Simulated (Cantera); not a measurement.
Input (Python, Cantera):

```python
import numpy as np
import cantera as ct

gas = ct.Solution("gri30.yaml")
gas.TPX = 498, 1000000, {'CH3OH': 1, 'O2': 1.36, 'N2': 5.13}
inlet = ct.Reservoir(gas, clone=True)
gas.equilibrate("HP")  # start burning
reactor = ct.IdealGasConstPressureReactor(gas, energy="on", clone=False)
exhaust = ct.Reservoir(gas, clone=True)
tau = [0.41, 0.13, 0.044, 0.014, 0.0047, 0.0015, 0.0005, 0.00016, 5.3e-05, 1.7e-05, 5.7e-06][0]
for a, b in ((inlet, reactor), (reactor, exhaust)):
    ct.MassFlowController(a, b, mdot=lambda t: reactor.mass / tau)
net = ct.ReactorNet([reactor])
show = ['CH3OH', 'O2', 'O', 'HCO', 'C2H4', 'NO2']

rows = []
print(f"{'tau/s':>10s}{'T/K':>9s}" + "".join(f"{s:>11s}" for s in show))
for tau in [0.41, 0.13, 0.044, 0.014, 0.0047, 0.0015, 0.0005, 0.00016, 5.3e-05, 1.7e-05, 5.7e-06]:
    net.initial_time = 0.0
    net.advance(30 * tau)
    before = gas.X
    net.advance(40 * tau)
    drift = np.max(np.abs(gas.X - before) / (gas.X + 1e-9))
    rows.append([gas.T, *gas[show].X, drift])
    print(f"{tau:10.3e}{gas.T:9.1f}" + "".join(f"{x:11.3e}" for x in gas[show].X))
```

It prints:

```
     tau/s      T/K      CH3OH         O2          O        HCO       C2H4        NO2
 4.100e-01   2356.1  4.818e-08  4.016e-04  4.386e-05  2.064e-08  3.925e-13  9.611e-08
 1.300e-01   2355.5  1.492e-07  4.303e-04  4.603e-05  2.322e-08  3.490e-12  9.642e-08
 4.400e-02   2353.9  4.212e-07  5.073e-04  5.191e-05  3.052e-08  2.302e-11  9.727e-08
 1.400e-02   2349.6  1.187e-06  7.213e-04  6.870e-05  5.352e-08  1.162e-10  9.950e-08
 4.700e-03   2340.0  2.940e-06  1.191e-03  1.075e-04  1.177e-07  3.350e-10  1.022e-07
 1.500e-03   2320.5  7.070e-06  2.174e-03  1.957e-04  3.165e-07  6.732e-10  1.001e-07
 5.000e-04   2288.3  1.578e-05  3.835e-03  3.630e-04  8.874e-07  1.170e-09  8.884e-08
 1.600e-04   2236.7  3.587e-05  6.564e-03  6.744e-04  2.682e-06  2.774e-09  7.203e-08
 5.300e-05   2165.1  8.245e-05  1.054e-02  1.134e-03  7.957e-06  1.161e-08  5.702e-08
 1.700e-05   2060.7  2.267e-04  1.734e-02  1.585e-03  2.491e-05  9.327e-08  4.042e-08
 5.700e-06    498.0  1.335e-01  1.816e-01  1.523e-31  2.197e-33  2.342e-20  1.250e-19
```

Model: GRI-Mech 3.0 (53 species, 325 reactions), integrated in Cantera. GRI-Mech 3.0 was tuned for natural gas; its chemistry of methanol as a main component is partial and can be far from experiment.
